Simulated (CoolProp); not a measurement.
Computed with CoolProp (reference Helmholtz-energy equation of state, Lemmon 2006). It is a short technical equation, of lower accuracy than the large ones.

### Question
For acetone, give the phase and the cv (kJ/(kg K)), Joule-Thomson coefficient (K/MPa) at 550 K and 0.0958 MPa; 550 K and 0.344 MPa.

### Answer
- 550 K and 0.0958 MPa: gas; cv 1.85, Joule-Thomson coefficient 8.83
- 550 K and 0.344 MPa: gas; cv 1.86, Joule-Thomson coefficient 8.92
